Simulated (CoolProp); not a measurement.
The numbers come from the reference Helmholtz-energy equation of state, Tillner-Roth 1997 in CoolProp.

Question: For CH2F2 (R32), give the phase and the Joule-Thomson coefficient (K/MPa), conductivity (mW/(m K)), Prandtl number at 334.7 K and 0.101 MPa.

Answer: 
- 334.7 K and 0.101 MPa: gas; Joule-Thomson coefficient 17.3, conductivity 16.6, Prandtl number 0.809

Viscosity comes from a separate model (Bell 2016), an estimate that may be off by 10 % or more. Thermal conductivity comes from a separate model (Huber 2003), an estimate that may be off by 10 % or more.
